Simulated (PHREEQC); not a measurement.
**Alkaline etch or developer**

Dissolve 21 mmol/kgw NaOH, 1.8 mmol/kgw CO2 and 4.5 mmol/kgw K3PO4 at 20 °C. Closed to the air; pH follows from the charge balance.

All values are PHREEQC results (ion-association model, phreeqc.dat), not measurements.

This is a speciation only: nothing precipitates in the calculation.

Q: Estimate the pH, specific conductance, ionic strength.

A: pH 12.35; specific conductance 5090 µS/cm; ionic strength 0.0466 mol/kgw.

Q: In which forms is Na present?

A: Na+ 99 %, NaCO3- 1.1 % of the Na.

Complexes and solids missing from the database can't appear.
